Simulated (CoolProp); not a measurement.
Vapour-liquid equilibrium of R152A (1) + isobutane (2) at 250 K; x and y are mole fractions of (1).

Computed with CoolProp (multi-fluid Helmholtz-energy mixture model, Outcalt 1996 and Bücker 2006; pair parameters Bell 2016).

**Question.** Give the bubble pressure and the first vapour's composition at x = 0.05, 0.35, 0.5. Is there an azeotrope?

**Answer.** x = 0.05: 78.71 kPa, y = 0.227; x = 0.35: 120.3 kPa, y = 0.591; x = 0.5: 125.3 kPa, y = 0.638. y crosses x between x = 0.65 and 0.8: the model has an azeotrope there.

Pair parameters are fitted to limited data, so mixtures are less certain than the pure fluids. With so large a gap from Raoult's law the liquid may split in two, which this calculation doesn't test in full.
